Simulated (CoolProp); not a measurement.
Chlorine along the isobar 0.527 MPa: density (kg/m³) from the reference equation and from simpler models built on Tc = 416.9 K, pc = 7.642 MPa, ω = 0.070; each cubic takes its own stable root.

Model: reference Helmholtz-energy equation of state, Thol 2021, in CoolProp.

```csv
T (K),phase,reference,van der Waals,Peng-Robinson
332.6,gas,14.19,14.02,14.22
339.1,gas,13.87,13.73,13.91
345.5,gas,13.58,13.45,13.62
352,gas,13.29,13.18,___
358.5,gas,13.02,___,___
364.9,gas,12.76,12.68,12.81
371.4,gas,12.51,12.44,___
377.8,gas,12.28,12.22,12.33
384.3,gas,12.05,12.00,12.10
390.8,gas,11.83,___,11.88
397.2,gas,11.62,11.59,11.67
403.7,gas,11.42,11.39,11.47
410.2,gas,11.22,11.20,11.27
416.6,gas,11.03,11.02,11.08
423.1,gas,10.85,10.84,10.90
429.5,gas,10.68,10.67,10.72
```

Question: Complete the blanks.

Answer: 
- 352, Peng-Robinson: 13.33
- 358.5, van der Waals: 12.93
- 358.5, Peng-Robinson: 13.06
- 371.4, Peng-Robinson: 12.56
- 390.8, van der Waals: 11.79
